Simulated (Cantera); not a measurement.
An adiabatic, constant-volume homogeneous reactor starts with C3H8 : O2 : N2 = 1 : 4.17 : 15.7 (molar parts), equivalence ratio 1.2, at 1750 K and 1000000 Pa. Integrator tolerance rtol = 1e-08.

Detailed kinetics in Cantera: GRI-Mech 3.0 (53 species, 325 reactions). GRI-Mech 3.0 was tuned for natural gas; its chemistry of propane as a main component is partial and can be far from experiment. Above 3000 K some thermodynamic fits are extrapolated.

### Question
What does this change do: initial temperature 1750 to 1700 K?

### Answer
```json
[
 {"quantity": "time of steepest temperature rise", "before": "2.60 µs", "after": "3.50 µs"},
 {"quantity": "temperature at 0.400 s", "before": "3279 K", "after": "3262 K"},
 {"quantity": "equilibrium temperature", "before": "3279 K", "after": "3262 K"},
 {"quantity": "x(C3H8) at 0.400 s", "before": "<1e-12 (gas-phase equilibrium <1e-12)", "after": "<1e-12 (gas-phase equilibrium <1e-12)"},
 {"quantity": "x(O2) at 0.400 s", "before": "0.00946 (gas-phase equilibrium 0.00946)", "after": "0.00904 (gas-phase equilibrium 0.00904)"},
 {"quantity": "x(C2H2) at 0.400 s", "before": "<1e-12 (gas-phase equilibrium <1e-12)", "after": "<1e-12 (gas-phase equilibrium <1e-12)"},
 {"quantity": "x(N2O) at 0.400 s", "before": "3.07e-6 (gas-phase equilibrium 3.07e-6)", "after": "2.99e-6 (gas-phase equilibrium 2.99e-6)"},
 {"quantity": "x(HCN) at 0.400 s", "before": "1.20e-7 (gas-phase equilibrium 1.20e-7)", "after": "1.16e-7 (gas-phase equilibrium 1.16e-7)"},
 {"quantity": "x(HO2) at 0.400 s", "before": "1.56e-5 (gas-phase equilibrium 1.56e-5)", "after": "1.49e-5 (gas-phase equilibrium 1.49e-5)"}
]
```

### Question
What does this change do: constant pressure in place of constant volume?

### Answer
```tsv
quantity	before	after
time of steepest temperature rise	2.60 µs	3.03 µs
temperature at 0.400 s	3279 K	3060 K
equilibrium temperature	3279 K	3060 K
x(C3H8) at 0.400 s	<1e-12 (gas-phase equilibrium <1e-12)	<1e-12 (gas-phase equilibrium <1e-12)
x(O2) at 0.400 s	0.00946 (gas-phase equilibrium 0.00946)	0.00768 (gas-phase equilibrium 0.00768)
x(C2H2) at 0.400 s	<1e-12 (gas-phase equilibrium <1e-12)	<1e-12 (gas-phase equilibrium <1e-12)
x(N2O) at 0.400 s	3.07e-6 (gas-phase equilibrium 3.07e-6)	1.50e-6 (gas-phase equilibrium 1.50e-6)
x(HCN) at 0.400 s	1.20e-7 (gas-phase equilibrium 1.20e-7)	4.15e-8 (gas-phase equilibrium 4.15e-8)
x(HO2) at 0.400 s	1.56e-5 (gas-phase equilibrium 1.56e-5)	8.03e-6 (gas-phase equilibrium 8.03e-6)
```

### Question
What does this change do: initial temperature 1750 to 1473 K?

### Answer
```tsv
quantity	before	after
time of steepest temperature rise	2.60 µs	25.2 µs
temperature at 0.400 s	3279 K	3183 K
equilibrium temperature	3279 K	3183 K
x(C3H8) at 0.400 s	<1e-12 (gas-phase equilibrium <1e-12)	<1e-12 (gas-phase equilibrium <1e-12)
x(O2) at 0.400 s	0.00946 (gas-phase equilibrium 0.00946)	0.00710 (gas-phase equilibrium 0.00710)
x(C2H2) at 0.400 s	<1e-12 (gas-phase equilibrium <1e-12)	<1e-12 (gas-phase equilibrium <1e-12)
x(N2O) at 0.400 s	3.07e-6 (gas-phase equilibrium 3.07e-6)	2.59e-6 (gas-phase equilibrium 2.59e-6)
x(HCN) at 0.400 s	1.20e-7 (gas-phase equilibrium 1.20e-7)	9.83e-8 (gas-phase equilibrium 9.83e-8)
x(HO2) at 0.400 s	1.56e-5 (gas-phase equilibrium 1.56e-5)	1.16e-5 (gas-phase equilibrium 1.16e-5)
```
